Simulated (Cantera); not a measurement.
A perfectly stirred reactor is fed with CO : H2 : CH4 : O2 : N2 = 1 : 0.75 : 0.19 : 2.24 : 8.43 (molar parts), at 46000 Pa; it is adiabatic with a 525 K inlet, and is followed from long to short residence time, starting on the burning branch (τ in s: 0.096, 0.049, 0.025, 0.013, 0.0068, 0.0035, 0.0018, 0.00092, 0.00047, 0.00024, 0.00013, 6.5e-05).

Computed with Cantera and GRI-Mech 3.0 (53 species, 325 reactions).

Question: What does this change do: CO 1 to 0.61 parts?

Answer: 
| quantity | before | after |
|---|---|---|
| blow-out, bracketed by the residence times tried | burning at 0.240 ms, out at 0.130 ms | burning at 0.240 ms, out at 0.130 ms |
| x(CO) at τ = 96.0 ms | 0.00223 | 0.000886 |
| x(H2) at τ = 96.0 ms | 0.000454 | 0.000269 |
| x(CH4) at τ = 96.0 ms | 1.78e-6 | 3.38e-6 |
| x(HCO) at τ = 96.0 ms | 9.74e-9 | 9.78e-9 |
| x(HO2) at τ = 96.0 ms | 1.52e-6 | 2.03e-6 |
| x(CO) at τ = 1.80 ms | 0.0163 | 0.00934 |
| x(H2) at τ = 1.80 ms | 0.00362 | 0.00265 |
| x(CH4) at τ = 1.80 ms | 2.71e-5 | 4.69e-5 |
| x(HCO) at τ = 1.80 ms | 4.90e-7 | 5.23e-7 |
| x(HO2) at τ = 1.80 ms | 1.02e-5 | 1.40e-5 |

Question: What does this change do: N2 8.43 to 6.4 parts?

Answer: 
| quantity | before | after |
|---|---|---|
| blow-out, bracketed by the residence times tried | burning at 0.240 ms, out at 0.130 ms | burning at 0.130 ms, out at 65.0 µs |
| x(CO) at τ = 96.0 ms | 0.00223 | 0.00388 |
| x(H2) at τ = 96.0 ms | 0.000454 | 0.000707 |
| x(CH4) at τ = 96.0 ms | 1.78e-6 | 1.05e-6 |
| x(HCO) at τ = 96.0 ms | 9.74e-9 | 9.45e-9 |
| x(HO2) at τ = 96.0 ms | 1.52e-6 | 2.41e-6 |
| x(CO) at τ = 1.80 ms | 0.0163 | 0.0209 |
| x(H2) at τ = 1.80 ms | 0.00362 | 0.00447 |
| x(CH4) at τ = 1.80 ms | 2.71e-5 | 1.83e-5 |
| x(HCO) at τ = 1.80 ms | 4.90e-7 | 4.72e-7 |
| x(HO2) at τ = 1.80 ms | 1.02e-5 | 8.80e-6 |
